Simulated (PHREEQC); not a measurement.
# Leach liquor (model solution)

Consider water at 25 °C and 100 atm with 0.026 mol/kgw HCl and 0.16 mol/kgw MnSO4. Closed to the air; pH follows from the charge balance.

Computed with PHREEQC (ion-association model, phreeqc.dat).

Each row changes one thing in this solution. Precipitation was switched off in this run.

```json
[
 {"case": "as made", "pH": "2.12", "ionic strength (mol/kgw)": "0.360", "Cl- (mol/kgw)": "0.0236"},
 {"case": "MnSO4 from 0.16 to 0.08 mol/kgw", "pH": "2.00", "ionic strength (mol/kgw)": "0.203", "Cl- (mol/kgw)": "0.0244"},
 {"case": "HCl from 0.026 to 0.0052 mol/kgw", "pH": "2.85", "ionic strength (mol/kgw)": "0.346", "Cl- (mol/kgw)": "0.00474"},
 {"case": "diluted 2-fold with water", "pH": "2.32", "ionic strength (mol/kgw)": "0.194", "Cl- (mol/kgw)": "0.0122"},
 {"case": "temperature from 25 to 20 °C", "pH": "2.10", "ionic strength (mol/kgw)": "0.372", "Cl- (mol/kgw)": "0.0236"},
 {"case": "temperature from 25 to 85 °C", "pH": "2.49", "ionic strength (mol/kgw)": "0.265", "Cl- (mol/kgw)": "0.0242"},
 {"case": "MnSO4 left out", "pH": "1.64", "ionic strength (mol/kgw)": "0.0260", "Cl- (mol/kgw)": "0.0260"}
]
```

Under pressure, the constants of complexes without a molar volume in the database are unreliable. Away from 25 °C the constants follow the database's enthalpies or fits; those with neither stay at their 25 °C values.
